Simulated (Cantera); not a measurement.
Charge: 1 mol C2H5OH, 0.6 mol CO2, 1.5 mol H2, held at 1025 K and 133 Pa.

Method: chemical equilibrium by Gibbs-energy minimisation in Cantera with the NASA 1993 tables (ideal gas, pure condensed phases). Candidate condensed phases: C, C6H6, C7H8, C8H18, H2O; 110 gas species. Rates play no part.

Base state: H2 0.672, CO 0.328, H2O 7.80e-5, CO2 4.94e-5, CH4 4.42e-5 (mole fractions); condensed: C(graphite).

Question: What changes in the equilibrium state with this change: temperature from 1025 K to 1800 K?

Answer: 
```json
[
 {"species": "H2", "before": "0.672", "after": "0.665"},
 {"species": "CO", "before": "0.328", "after": "0.327"},
 {"species": "H", "before": "9.78e-8", "after": "0.00800"},
 {"species": "C2H2 (acetylene)", "before": "1.48e-9", "after": "0.000117"},
 {"species": "CO2", "before": "4.94e-5", "after": "1.06e-8"},
 {"species": "H2O", "before": "7.80e-5", "after": "8.26e-8"},
 {"species": "CH4", "before": "4.42e-5", "after": "4.53e-7"},
 {"species": "C(graphite), mol", "before": "0.401", "after": "0.398"}
]
```

Question: What changes in the equilibrium state with this change: CO2 from 0.6 to 0.043 mol?

Answer: 
```
species            before    after
----------------  -------  -------
H2                  0.672    0.806
CO                  0.328    0.194
CH4               4.42e-5  6.36e-5
CO2               4.94e-5  1.73e-5
H2O               7.80e-5  5.54e-5
C(graphite), mol    0.401    0.957
```
